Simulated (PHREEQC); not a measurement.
Ultrapure water in contact with air or piping (model solution)

Model water analysis in mg/kgw, 25 °C, pH 5.94, pe 12.5: Na 0.279; K 0.0255; Ca 0.0115; Mg 0.00998; Cl 0.223; S(6) as SO4 0.163; Alkalinity as HCO3 0.281; Cd 0.00174; Si as SiO2 0.00193; Cu(2) 0.00167.

Valence states are taken as typed.

Equilibrium calculation in PHREEQC: ion-association model, wateq4f.dat.

Each row changes one thing in this solution. This is a speciation only: nothing precipitates in the calculation.

```
case                                         ionic strength (mol/kgw)  CO2 (mol/kgw)  HCO3- (mol/kgw)  Cu(OH)2 (mol/kgw)  CO3-2 (mol/kgw)  CuOH+ (mol/kgw)  SI of Tenorite (CuO)  SI of Quartz (SiO2)
-------------------------------------------  ------------------------  -------------  ---------------  -----------------  ---------------  ---------------  --------------------  -------------------
as made                                                       1.79e-5        1.48e-5          5.75e-6           3.97e-10         2.38e-10         2.19e-10                 -3.34                -3.51
Na from 0.279 to 0.837 mg/kgw                                 3.00e-5        1.47e-5          5.75e-6                  ?         2.39e-10         2.18e-10                 -3.34                -3.51
Si from 0.00193 to 0.000965 mg/kgw                            1.79e-5        1.48e-5          5.75e-6           3.97e-10         2.38e-10         2.19e-10                 -3.34                -3.81
pH from 5.94 to 5.64 at the same alkalinity                         ?              ?          6.90e-6           1.01e-10                ?         1.12e-10                 -3.93                -3.51
pH from 5.94 to 6.24 at the same alkalinity                   1.73e-5        6.64e-6          5.16e-6            1.50e-9                ?         4.15e-10                 -2.76                -3.51
```

**Question.** Fill in the missing entries.

**Answer.** 
- Na from 0.279 to 0.837 mg/kgw, Cu(OH)2 (mol/kgw): 3.95e-10
- pH from 5.94 to 5.64 at the same alkalinity, ionic strength (mol/kgw): 1.90e-5
- pH from 5.94 to 5.64 at the same alkalinity, CO2 (mol/kgw): 3.54e-5
- pH from 5.94 to 5.64 at the same alkalinity, CO3-2 (mol/kgw): 1.43e-10
- pH from 5.94 to 6.24 at the same alkalinity, CO3-2 (mol/kgw): 4.27e-10
